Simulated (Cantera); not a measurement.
# Carbothermic reduction: PbO + C + H2

Input: 1 mol PbO, 0.39 mol C, 2.3 mol H2, equilibrated at 1.00 Torr.

These are equilibrium values from Cantera (NASA tables, ideal gas, pure condensed phases), not measurements of a reactor. Candidate condensed phases: C, C6H6, C7H8, C8H18, H2O, Pb, PbO, PbO2, Pb3O4; 113 gas species. The numbers say what is thermodynamically allowed, not how fast it happens.

| T (°C) | x H2 | x H | x Pb | x H2O | x CO | x OH | x O | x CO2 |
|---|---|---|---|---|---|---|---|---|
| 1227 | 0.470 | 0.000330 | 0.271 | 0.153 | 0.0938 | 3.08e-6 | 1.88e-9 | 0.0118 |
| 1327 | 0.468 | 0.00102 | 0.271 | 0.155 | 0.0952 | 1.32e-5 | 2.39e-8 | 0.0105 |
| 1427 | 0.466 | 0.00275 | 0.271 | 0.156 | 0.0961 | 4.75e-5 | 2.25e-7 | 0.00940 |
| 1527 | 0.462 | 0.00666 | 0.270 | 0.156 | 0.0968 | 0.000149 | 1.66e-6 | 0.00855 |
| 1627 | 0.456 | 0.0147 | 0.269 | 0.155 | 0.0970 | 0.000411 | 9.95e-6 | 0.00787 |
| 1727 | 0.444 | 0.0297 | 0.266 | 0.154 | 0.0968 | 0.00103 | 5.02e-5 | 0.00731 |
| 1827 | 0.426 | 0.0557 | 0.262 | 0.150 | 0.0958 | 0.00234 | 0.000218 | 0.00685 |
| 1927 | 0.396 | 0.0971 | 0.256 | 0.143 | 0.0938 | 0.00490 | 0.000837 | 0.00643 |
| 2027 | 0.355 | 0.158 | 0.246 | 0.131 | 0.0905 | 0.00938 | 0.00285 | 0.00596 |
| 2127 | 0.301 | 0.239 | 0.233 | 0.109 | 0.0859 | 0.0159 | 0.00846 | 0.00527 |
| 2227 | 0.240 | 0.337 | 0.215 | 0.0773 | 0.0800 | 0.0225 | 0.0209 | 0.00417 |
x: gas mole fraction; nothing condenses.

From 1227 °C to 2227 °C nothing is condensed. The main Pb-bearing gas is Pb throughout.
